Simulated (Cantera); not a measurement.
Feed: 1 mol SiH2Cl2, 2.4 mol HCl, 290 mol H2, 0.021 mol C3H8, at 1573.15 K and 43.0 mbar.

Cantera equilibrium calculation (NASA polynomials, part measured and part estimated; ideal gas, pure solids and liquids). Candidate condensed phases: C, C6H6, C7H8, C8H18, Si, SiC; 109 gas species. Mutual solubility and eutectic melting of coexisting phases are not modelled. Kinetics and transport are ignored.

Base state: H2 0.986, HCl 0.0136, SiCl2 0.000640, H 0.000195 (mole fractions); condensed: Si(s) + SiC(s).

### Question
What changes in the equilibrium state with this change: temperature from 1573.15 K to 2600 K?

### Answer
```json
[
 {"species": "H2", "before": "0.986", "after": "0.816"},
 {"species": "H", "before": "0.000195", "after": "0.167"},
 {"species": "HCl", "before": "0.0136", "after": "0.0119"},
 {"species": "Si", "before": "1.28e-6", "after": "0.00292"},
 {"species": "C2H2 (acetylene)", "before": "1.87e-9", "after": "8.67e-5"},
 {"species": "Cl", "before": "2.15e-6", "after": "0.00171"},
 {"species": "SiCl2", "before": "0.000640", "after": "3.04e-6"},
 {"species": "SiH", "before": "6.35e-7", "after": "0.000125"},
 {"species": "SiCl", "before": "1.47e-6", "after": "2.54e-5"},
 {"species": "Si(s), mol", "before": "0.746", "after": "0"},
 {"species": "SiC(s), mol", "before": "0.0628", "after": "0"}
]
```
The tables' values for SiCl are old estimates; treat these amounts as uncertain. Gases not in the tables: Si2H6 and higher silanes.
